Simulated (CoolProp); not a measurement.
Normal hydrogen along the isotherm -247.15 °C: fugacity coefficient from the reference equation and from simpler models built on Tc = -240.0 °C, pc = 12.96 bar, ω = -0.219; each cubic takes its own stable root.

Computed with CoolProp (reference Helmholtz-energy equation of state, Leachman 2009).

| p (bar) | phase | reference |
|---|---|---|
| 13 | liquid | 0.2824 |
| 25.9 | liquid | 0.1698 |
| 38.9 | liquid | 0.1349 |
| 51.9 | liquid | 0.1201 |
| 64.8 | liquid | 0.1137 |
| 77.8 | liquid | 0.1118 |
| 90.7 | liquid | 0.1127 |
| 104 | liquid | 0.1158 |
| 117 | liquid | 0.1206 |
| 130 | liquid | 0.1270 |

**Question.** How far does each simpler model (Redlich-Kwong, Soave-Redlich-Kwong) lie from the reference over these 10 states: mean and median of the absolute difference, and the worst?

**Answer.** 
- Redlich-Kwong: mean 31.5 %, median 31.7 %, worst -36.1 % at -247.15 °C and 130 bar
- Soave-Redlich-Kwong: mean 3.9 %, median 3.7 %, worst -8.4 % at -247.15 °C and 130 bar
